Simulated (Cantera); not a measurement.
An isothermal, constant-pressure homogeneous reactor starts with CH2O : O2 : N2 = 0.0092 : 0.0021 : 1 (molar parts), at 1248 K and 130000 Pa. Integrator tolerance rtol = 1e-08.

Detailed kinetics in Cantera: GRI-Mech 3.0 (53 species, 325 reactions).

```tsv
quantity	before	after
x(CH2O) at 2.00 s	3.13e-11 (gas-phase equilibrium 3.02e-11)	2.43e-11 (gas-phase equilibrium 2.32e-11)
x(O2) at 2.00 s	<1e-12 (gas-phase equilibrium <1e-12)	<1e-12 (gas-phase equilibrium <1e-12)
x(H) at 2.00 s	1.33e-6 (gas-phase equilibrium 3.36e-8)	2.27e-6 (gas-phase equilibrium 3.83e-8)
x(C2H6) at 2.00 s	<1e-12 (gas-phase equilibrium <1e-12)	<1e-12 (gas-phase equilibrium <1e-12)
x(H2O) at 2.00 s	0.00252 (gas-phase equilibrium 0.00241)	0.00248 (gas-phase equilibrium 0.00241)
```

**Question.** Which change was made?
A. pressure from 130000 Pa to 1000000 Pa
B. pressure from 130000 Pa to 65000 Pa
C. pressure from 130000 Pa to 100000 Pa
D. temperature 1248 to 900 K

**Answer.** C, pressure from 130000 Pa to 100000 Pa
